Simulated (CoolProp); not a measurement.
The numbers come from the reference Helmholtz-energy equation of state, Lemmon 2006 in CoolProp. It is a short technical equation, of lower accuracy than the large ones.

**Question.** For hydrogen sulfide, give the phase and the Z, viscosity (µPa s) at 151.75 °C and 1150 kPa; 151.75 °C and 45000 kPa.

**Answer.** 
- 151.75 °C and 1150 kPa: gas; Z 0.972, viscosity 17.4
- 151.75 °C and 45000 kPa: supercritical; Z 0.689, viscosity 75.9

Viscosity comes from a separate model (Quiñones-Cisneros 2012).
